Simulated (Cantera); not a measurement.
# Adiabatic ignition

An adiabatic, constant-pressure homogeneous reactor starts with H2 : O2 : N2 = 1.5 : 0.333 : 1.25 (molar parts), equivalence ratio 2.3, at 1200 K and 2.10 bar.

Computed with Cantera and GRI-Mech 3.0 (53 species, 325 reactions). The hydrogen kinetics of GRI-Mech 3.0 are dated; newer H2 mechanisms differ, most at raised pressure.

| t (s) | T (K) | x H2 | x O2 | x N2O | x H | x H2O2 |
|---|---|---|---|---|---|---|
| 4.00e-6 | 1200 | 0.487 | 0.108 | <1e-12 | 8.53e-8 | 5.56e-10 |
| 8.66e-6 | 1200 | 0.487 | 0.108 | <1e-12 | 1.00e-6 | 6.43e-9 |
| 1.88e-5 | 1201 | 0.486 | 0.108 | 2.33e-11 | 0.000172 | 1.02e-6 |
| 4.06e-5 | 2238 | 0.262 | 0.000597 | 7.98e-9 | 0.0714 | 1.69e-7 |
| 8.80e-5 | 2529 | 0.285 | 0.000129 | 1.03e-8 | 0.0310 | 4.91e-8 |
| 0.000191 | 2617 | 0.293 | 4.84e-5 | 1.32e-8 | 0.0187 | 2.38e-8 |
| 0.000413 | 2632 | 0.294 | 3.77e-5 | 1.39e-8 | 0.0166 | 1.95e-8 |
| 0.000894 | 2632 | 0.294 | 3.73e-5 | 1.42e-8 | 0.0165 | 1.93e-8 |
| 0.00194 | 2632 | 0.294 | 3.71e-5 | 1.51e-8 | 0.0165 | 1.93e-8 |
| 0.00420 | 2632 | 0.294 | 3.69e-5 | 1.67e-8 | 0.0164 | 1.92e-8 |
| 0.00909 | 2631 | 0.294 | 3.69e-5 | 1.75e-8 | 0.0164 | 1.92e-8 |
| 0.0197 | 2631 | 0.294 | 3.69e-5 | 1.75e-8 | 0.0164 | 1.91e-8 |
| 0.0426 | 2631 | 0.294 | 3.69e-5 | 1.75e-8 | 0.0164 | 1.91e-8 |
| 0.0923 | 2631 | 0.294 | 3.69e-5 | 1.75e-8 | 0.0164 | 1.91e-8 |
| 0.200 | 2631 | 0.294 | 3.69e-5 | 1.75e-8 | 0.0164 | 1.91e-8 |
x: mole fraction; the columns are a selection and need not sum to one.

The time of steepest temperature rise comes out as 28.4 µs. The temperature at 0.200 s comes out as 2631 K, the equilibrium temperature comes out as 2631 K and the x(H2) at 0.200 s is 0.294 (gas-phase equilibrium 0.294). The x(O2) at 0.200 s is 3.69e-5 (gas-phase equilibrium 3.69e-5). The x(N2O) at 0.200 s comes out as 1.75e-8 (gas-phase equilibrium 1.75e-8).
